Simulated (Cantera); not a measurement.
A closed system holds: 1 mol c-C4F8, 1.3 mol H2, equilibrated at 525 °C and 1.00 bar.

These are equilibrium values from Cantera (NASA tables, ideal gas, pure condensed phases), not measurements of a reactor. Candidate condensed phases: C, C6H6, C7H8, C8H18; 95 gas species. The feed counts by its element totals alone. Condensed phases not in the tables: fluorocarbon polymer. Gases not in the tables: C2F6 and larger saturated fluorocarbons. Equilibrium is a limit: real reactors are often held back by kinetics, nucleation or transport.

Base state: HF 0.658, CF4 0.342, H2F2 4.17e-5 (mole fractions); condensed: C(graphite).

Problem. What changes in the equilibrium state with this change: H2 from 1.3 to 8 mol?

Solution. 
```json
[
 {"species": "HF", "before": "0.658", "after": "0.712"},
 {"species": "H2", "before": "<1e-9", "after": "0.221"},
 {"species": "CH4", "before": "<1e-9", "after": "0.0676"},
 {"species": "CF4", "before": "0.342", "after": "<1e-9"},
 {"species": "H2F2", "before": "4.17e-5", "after": "4.88e-5"},
 {"species": "C(graphite), mol", "before": "2.65", "after": "3.24"}
]
```
